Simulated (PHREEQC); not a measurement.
A column of 0.1 m (40 cells, dispersivity 0.008 m, 3600 s a shift, diffusion coefficient 3e-10 m²/s) holds 0.002 eq of the database's cation exchanger X per kg of pore water, first in equilibrium with 0.047 mol NH4Cl, 0.0015 mol BaCl2, 0.019 mol MgCl2 and 1e-05 mol HCl per kg of water. It is flushed with 0.0024 mol/kgw MgCl2 and 1e-05 mol/kgw HCl, at 40 °C. Values are for the last cell. CO2 from the air is kept out. Nothing may precipitate in this run.

Equilibrium calculation in PHREEQC: ion-association model, phreeqc.dat.

### Question
Predict NH4 in solution (mol/kgw), Ba in solution (mol/kgw), Cl in solution (mol/kgw), Mg in solution (mol/kgw) at pore volumes = 0.3125, 1.212, 1.613, 1.712.

### Answer
| pore volumes | NH4 in solution (mol/kgw) | Ba in solution (mol/kgw) | Cl in solution (mol/kgw) | Mg in solution (mol/kgw) |
|---|---|---|---|---|
| 0.3125 | 0.0469 | 0.00150 | 0.0879 | 0.0190 |
| 1.212 | 0.0123 | 0.000389 | 0.0254 | 0.00615 |
| 1.613 | 0.00416 | 0.000161 | 0.0113 | 0.00340 |
| 1.712 | 0.00314 | 0.000134 | 0.00959 | 0.00309 |

Away from 25 °C the constants follow the database's enthalpies or fits; those with neither stay at their 25 °C values.
